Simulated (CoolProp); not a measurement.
Saturated liquid density (kg/m³) of R13: the reference equation beside estimates from Tc = 303.0 K, pc = 3.973 MPa, ω = 0.175.

Model: reference Helmholtz-energy equation of state, Platzer 1990, in CoolProp. This equation is an older, rougher fit; its heat capacities, sound speeds and derivatives of the liquid may be far off and weren't checked against measurements.

```json
[
 {"T (K)": "198.1", "reference": "1496", "Redlich-Kwong": "1427", "Soave-Redlich-Kwong": "1458", "Peng-Robinson": "1649"},
 {"T (K)": "210", "reference": "?", "Redlich-Kwong": "1373", "Soave-Redlich-Kwong": "1407", "Peng-Robinson": "1593"},
 {"T (K)": "221.9", "reference": "1398", "Redlich-Kwong": "1314", "Soave-Redlich-Kwong": "1351", "Peng-Robinson": "1531"},
 {"T (K)": "233.8", "reference": "1344", "Redlich-Kwong": "1250", "Soave-Redlich-Kwong": "1288", "Peng-Robinson": "1461"},
 {"T (K)": "245.7", "reference": "?", "Redlich-Kwong": "1179", "Soave-Redlich-Kwong": "1218", "Peng-Robinson": "1382"},
 {"T (K)": "257.6", "reference": "1220", "Redlich-Kwong": "1100", "Soave-Redlich-Kwong": "1138", "Peng-Robinson": "1291"},
 {"T (K)": "269.5", "reference": "1144", "Redlich-Kwong": "1009", "Soave-Redlich-Kwong": "1045", "Peng-Robinson": "?"},
 {"T (K)": "281.3", "reference": "1052", "Redlich-Kwong": "902.5", "Soave-Redlich-Kwong": "933.1", "Peng-Robinson": "1053"}
]
```

Problem. Some entries are withheld; supply them.

Solution. 
- 210, reference: 1448
- 245.7, reference: 1285
- 269.5, Peng-Robinson: 1184

Absolute difference from the reference over all 8 rows, mean and median: Redlich-Kwong 8.4 and 7.6 %, Soave-Redlich-Kwong 5.6 and 4.7 %, Peng-Robinson 6.9 and 8.1 %.
